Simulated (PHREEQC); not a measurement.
# Copper plating or etch bath

Dissolve 0.006 mol Cu(NO3)2, 0.1 mol HBF4 and 4.3e-05 mol NaCl per kg of water at 14 °C and 500 atm. Closed to the air; pH follows from the charge balance.

Model: ion-association model, phreeqc.dat, run in PHREEQC.

| Quantity | Value |
|---|---|
| pH | 1.09 |
| ionic strength | 0.116 mol/kgw |
| total alkalinity | -400 meq/kg |

```csv
species,molality,activity,log γ
H+,0.0983,0.0811,-0.083
BF4-,0.0950,0.0742,-0.107
NO3-,0.0120,0.00899,-0.125
HF,0.0108,0.0111,0.012
Cu+2,0.00600,0.00238,-0.400
BF3OH-,0.00281,0.00220,-0.107
H3BO3,0.00192,0.00198,0.012
BF2(OH)2-,0.000255,0.000199,-0.107
F-,0.000192,0.000146,-0.120
Na+,4.30e-5,3.37e-5,-0.105
```

No solid was allowed to form. Under pressure, the constants of complexes without a molar volume in the database are unreliable. Away from 25 °C the constants follow the database's enthalpies or fits; those with neither stay at their 25 °C values. Real BF4- forms and hydrolyses slowly; the run takes it at equilibrium.
